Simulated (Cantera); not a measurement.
Feed: 1 mol BN, 1 mol Cl2, equilibrated at 44.0 mbar.

These are equilibrium values from Cantera (NASA tables, ideal gas, pure condensed phases), not measurements of a reactor. Candidate condensed phases: B, BN; 10 gas species. The tables' values for BCl2, BCl are old estimates; treat these amounts as uncertain. Equilibrium is a limit: real reactors are often held back by kinetics, nucleation or transport. All values below are at 1625 K.

Base state: BCl3 0.663, N2 0.333, Cl 0.00232, BCl2 0.00228, BCl 0.000114, Cl2 1.46e-5 (mole fractions); condensed: BN(s).

**Question.** What changes in the equilibrium state with this change: Cl2 from 1 to 34 mol?

**Answer.** 
```
species       before    after
----------  --------  -------
Cl2          1.46e-5    0.526
Cl           0.00232    0.440
BCl3           0.663   0.0229
N2             0.333   0.0115
BCl         0.000114    <1e-9
BCl2         0.00228  4.16e-7
BN(s), mol     0.333        0
```
